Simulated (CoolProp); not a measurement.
Vapour-liquid equilibrium of R22 (1) + acetone (2) at -0.85 °C; x and y are mole fractions of (1).

Computed with CoolProp (multi-fluid Helmholtz-energy mixture model, Kamei 1995 and Lemmon 2006; pair parameters Bell 2016).

| x | bubble pressure, mixture model (bar) | bubble pressure, Raoult's law (bar) | y, mixture model | y, Raoult's law |
|---|---|---|---|---|
| 0.05 | 0.2949 | 0.3266 | 0.708 | 0.741 |
| 0.125 | 0.5074 | 0.6832 | 0.838 | 0.886 |
| 0.2 | 0.6758 | 1.040 | 0.885 | 0.932 |
| 0.275 | 0.8432 | 1.396 | 0.914 | 0.954 |
| 0.35 | 1.035 | 1.753 | 0.936 | 0.967 |
| 0.425 | 1.271 | 2.110 | 0.954 | 0.976 |
| 0.5 | 1.565 | 2.466 | 0.968 | 0.982 |
| 0.575 | 1.930 | 2.823 | 0.979 | 0.987 |
| 0.65 | 2.371 | 3.179 | 0.987 | 0.990 |
| 0.725 | 2.885 | 3.536 | 0.993 | 0.993 |
| 0.8 | 3.448 | 3.893 | 0.996 | 0.995 |
| 0.875 | 4.020 | 4.249 | 0.998 | 0.997 |
| 0.95 | 4.545 | 4.606 | 1.000 | 0.999 |

The largest gap from Raoult's law is -41.0 % in bubble pressure, at x = 0.35. No azeotrope shows between x = 0.05 and 0.95.

The pair parameters rest on a limited set of measurements; away from them the model extrapolates.
